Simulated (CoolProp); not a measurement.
A single-stage vapour-compression cycle with R152A: evaporating at 311.15 K (dew point), condensing at 354.15 K (bubble point), superheat 10 K, subcooling 5 K, compressor efficiency 0.9, no pressure losses. Each further row changes one setting.

The numbers come from the reference Helmholtz-energy equation of state, Outcalt 1996 in CoolProp. It is a modified Benedict-Webb-Rubin equation, recast in Helmholtz form.

| case | cooling COP | pressure ratio | discharge temperature (K) | refrigerating effect (kJ/kg) | volumetric capacity (kJ/m³) |
|---|---|---|---|---|---|
| as stated | 5.10 | 2.78 | 375.4 | 200 | 5040 |
| evaporating temperature 316.15 K | 5.99 | 2.43 | 374.0 | 203 | 5850 |
| condensing temperature 349.15 K | 6.00 | 2.50 | 369.3 | 211 | 5310 |
| subcooling 10 K | 5.39 | 2.78 | 375.4 | 211 | 5320 |
| superheat 20 K | 5.14 | 2.78 | 384.8 | 213 | 5100 |
| compressor efficiency 0.8 | 4.54 | 2.78 | 378.4 | 200 | 5040 |
